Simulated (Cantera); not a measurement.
# Thermodynamics of carbon deposition, reforming and gasification, feed C6H6 + O2

Input: 1 mol C6H6, 0.016 mol O2, held at 82.0 Pa.

Method: chemical equilibrium by Gibbs-energy minimisation in Cantera with the NASA 1993 tables (ideal gas, pure condensed phases). Candidate condensed phases: C, C6H6, C7H8, C8H18, H2O; 110 gas species. Kinetics and transport are ignored.

```tsv
T (°C)	x H2	x H	x CO	x C2H2 (acetylene)	x C2H	x CH4	x C3	n C(graphite)
825	0.989	8.59e-7	0.0106	1.26e-8	<1e-12	2.93e-5	<1e-12	5.97
1025	0.989	3.72e-5	0.0106	5.52e-7	<1e-12	6.39e-6	<1e-12	5.97
1225	0.989	0.000597	0.0106	8.71e-6	9.78e-12	2.08e-6	<1e-12	5.97
1425	0.984	0.00501	0.0105	7.09e-5	2.00e-9	8.77e-7	5.11e-12	5.97
1625	0.962	0.0268	0.0104	0.000362	1.31e-7	4.29e-7	2.38e-9	5.97
1825	0.887	0.101	0.0100	0.00127	3.71e-6	2.14e-7	3.37e-7	5.96
2025	0.707	0.281	0.00907	0.00302	5.41e-5	8.80e-8	1.97e-5	5.95
```
x: gas mole fraction; n: condensed amount in mol.

From 825 °C to 2025 °C the condensed part is C(graphite). The main C-bearing gas is CO throughout.
